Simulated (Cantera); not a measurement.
Roasting and sulfation: MgCO3 + H2S + H2O

Input: 1 mol MgCO3, 1.4 mol H2S, 0.052 mol H2O, held at 400 °C.

Equilibrium computed with Cantera from the NASA thermochemical tables; the gas is ideal and each condensed phase is pure. Candidate condensed phases: C, C6H6, C7H8, C8H18, H2O, H2SO4, Mg, MgCO3, MgO, Mg(OH)2, MgS, MgSO4, S; 130 gas species. Gases not in the tables: S3 to S7. Equilibrium is a limit: real reactors are often held back by kinetics, nucleation or transport.

From 10.0 mbar to 1.60 bar the condensed part is MgO(s). From 5.60 bar to 20.0 bar the condensed part is MgCO3(s) + MgO(s).

```json
[
 {"P (Pa)": "1000", "x H2S": "0.546", "x CO2": "0.388", "x H2O": "0.0399", "x COS": "0.0155", "x H2": "0.00379", "x S2": "0.00341", "n MgO(s)": "1.00", "n MgCO3(s)": "0"},
 {"P (Pa)": "3500", "x H2S": "0.549", "x CO2": "0.389", "x H2O": "0.0393", "x COS": "0.0158", "x H2": "0.00250", "x S2": "0.00226", "n MgO(s)": "1.00", "n MgCO3(s)": "0"},
 {"P (Pa)": "13000", "x H2S": "0.551", "x CO2": "0.390", "x H2O": "0.0389", "x COS": "0.0161", "x H2": "0.00162", "x S2": "0.00147", "n MgO(s)": "1.00", "n MgCO3(s)": "0"},
 {"P (Pa)": "45000", "x H2S": "0.552", "x CO2": "0.390", "x H2O": "0.0386", "x COS": "0.0162", "x H2": "0.00107", "x S2": "0.000971", "n MgO(s)": "1.00", "n MgCO3(s)": "0"},
 {"P (Pa)": "160000", "x H2S": "0.553", "x CO2": "0.390", "x H2O": "0.0385", "x COS": "0.0163", "x H2": "0.000715", "x S2": "0.000613", "n MgO(s)": "1.00", "n MgCO3(s)": "0"},
 {"P (Pa)": "560000", "x H2S": "0.781", "x CO2": "0.169", "x H2O": "0.0396", "x COS": "0.00968", "x H2": "0.000729", "x S2": "0.000336", "n MgO(s)": "0.316", "n MgCO3(s)": "0.684"},
 {"P (Pa)": "2000000", "x H2S": "0.911", "x CO2": "0.0472", "x H2O": "0.0375", "x COS": "0.00334", "x H2": "0.000687", "x S2": "0.000144", "n MgO(s)": "0.0775", "n MgCO3(s)": "0.922"}
]
```
x: gas mole fraction; n: condensed amount in mol.
